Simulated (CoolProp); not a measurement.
Saturation properties of R245ca.

Computed with CoolProp (reference Helmholtz-energy equation of state, Zhou 2016).

```tsv
T (°C)	p (kPa)	vapour density (kg/m³)	enthalpy of vaporisation (kJ/kg)	liquid cp (kJ/(kg K))
-66.65	0.3517	0.02747	257.0	1.323
-58.25	0.7648	0.05742	251.7	1.318
-49.85	1.546	0.1118	246.6	1.316
-41.35	2.955	0.2060	241.6	1.317
-32.95	5.297	0.3570	236.7	1.320
-24.55	9.038	0.5897	231.9	1.324
-16.05	14.84	0.9394	227.2	1.331
-7.65	23.31	1.434	222.5	1.338
0.75	35.37	2.120	217.9	1.347
9.25	52.28	3.057	213.2	1.357
17.65	74.81	4.280	208.5	1.368
26.15	104.8	5.881	203.7	1.381
34.55	143.1	7.892	198.8	1.394
42.95	191.6	10.41	193.9	1.409
```

It boils at 25.3 °C under 1 atm.
